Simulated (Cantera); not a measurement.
A perfectly stirred reactor is fed with CO : O₂ : H₂O : N₂ = 0.027 : 0.025 : 0.019 : 1 (molar parts), at 4.30 bar; it is held at 1450 K, and followed from long to short residence time.

Cantera simulation using GRI-Mech 3.0 (53 species, 325 reactions); the numbers are that mechanism's predictions, not measurements.

One state of this run: x CO = 2.83e-5; x O₂ = 0.0109; x H₂O = 0.0180; x O = 1.39e-6; x CO₂ = 0.0255; x N₂O = 4.24e-7. x: mole fraction; the columns are a selection and need not sum to one.

Task: Which value of τ (s) does it belong to?
A) 3.4
B) 0.32
C) 0.067
D) 0.031

Result: A, 3.4
